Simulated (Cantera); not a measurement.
Cantera with NASA thermochemical tables; ideal gases at 1 bar, condensed phases pure. Values are per mole of reaction as written; species without (g) are pure solids or liquids, kept so even where they would boil at 1 bar. TiC: taken at fixed stoichiometry.

Question: Between 1150 and 1550 K, where is each reaction favourable under standard conditions?
- 9 TiC + 3 CH4(g) = 9 Ti + 2 C6H6(g)

Answer: 
- 9 TiC + 3 CH4(g) = 9 Ti + 2 C6H6(g): ΔG° is 2013 kJ at 1150 K and 1986 kJ at 1550 K; it stays positive (K < 1). ΔH° is 2092 kJ and ΔS° 69 J/K at 1550 K.
